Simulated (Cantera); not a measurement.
Charge: 1 mol CH₃SiH₃, 0.009 mol C₂H₂, 44 mol H₂, at 1423.15 K and 0.00840 bar.

Equilibrium computed with Cantera from the NASA thermochemical tables; the gas is ideal and each condensed phase is pure. Candidate condensed phases: C, C₆H₆, C₇H₈, C₈H₁₈, Si, SiC; 87 gas species. The feed counts by its element totals alone. Equilibrium is a limit: real reactors are often held back by kinetics, nucleation or transport.

Problem. What is the equilibrium state?

Solution. 
| Quantity | Value |
|---|---|
| x(H₂) | 1.000 |
| x(H) | 7.26e-5 |
| x(CH₄) | 3.20e-5 |
| x(C₂H₂ (acetylene)) | 3.44e-6 |
| n(C(graphite)) | 0.0162 mol |
| n(SiC(s)) | 1.00 mol |
| gas amount | 47.01 mol |
| log10 activity of Si(s) (absent) | -2.27 |
